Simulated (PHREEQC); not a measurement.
Consider water at 25 °C with 0.016 mol/kgw MgSO4 and 0.00029 mol/kgw CO2. Closed to the air; pH follows from the charge balance.

Model: ion-association model, phreeqc.dat, run in PHREEQC.

No solid was allowed to form.

Question: Order these C species by the share of C that they hold, largest first: MgHCO3+, HCO3-, CO2.

Answer: CO2 (94 %), HCO3- (5.3 %), MgHCO3+ (0.32 %)

The pH is 5.03 and the ionic strength 0.0404 mol/kgw. Species that the database lacks are ignored.
